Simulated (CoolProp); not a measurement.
Vapour pressure (MPa) of R245ca: the reference equation beside estimates from Tc = 447.6 K, pc = 3.941 MPa, ω = 0.355. Clausius-Clapeyron is anchored at 251.5 K with a constant enthalpy of vaporisation of 30.87 kJ/mol.

Computed with CoolProp (reference Helmholtz-energy equation of state, Zhou 2016).

| T (K) | reference | Lee-Kesler | Clausius-Clapeyron | van der Waals | Redlich-Kwong | Soave-Redlich-Kwong |
|---|---|---|---|---|---|---|
| 237.2 | 0.004326 | 0.004365 | 0.004417 | 0.1608 | 0.01926 | 0.004465 |
| 251.5 | 0.01076 | 0.01072 | 0.01076 | 0.2320 | 0.03915 | 0.01090 |
| 265.8 | 0.02368 | 0.02350 | 0.02380 | 0.3226 | 0.07239 | 0.02374 |
| 280.2 | 0.04738 | 0.04706 | 0.04880 | 0.4356 | 0.1244 | 0.04729 |
| 294.5 | 0.08690 | 0.08653 | 0.09286 | 0.5717 | 0.1998 | 0.08665 |
| 308.8 | 0.1489 | 0.1487 | 0.1665 | 0.7335 | 0.3046 | 0.1486 |
| 323.1 | 0.2409 | 0.2414 | 0.2835 | 0.9227 | 0.4445 | 0.2412 |
| 337.5 | 0.3725 | 0.3741 | 0.4628 | 1.143 | 0.6266 | 0.3744 |
| 351.8 | 0.5515 | 0.5546 | 0.7238 | 1.392 | 0.8538 | 0.5564 |
| 366.1 | 0.7889 | 0.7936 | 1.093 | 1.673 | 1.133 | 0.7990 |
| 380.4 | 1.096 | 1.102 | 1.601 | 1.987 | 1.468 | 1.114 |

Absolute difference from the reference over all 11 rows, mean and median: Lee-Kesler 0.5 and 0.5 %, Clausius-Clapeyron 16.6 and 11.8 %, van der Waals 867.4 and 392.6 %, Redlich-Kwong 136.1 and 104.6 %, Soave-Redlich-Kwong 0.9 and 0.5 %.
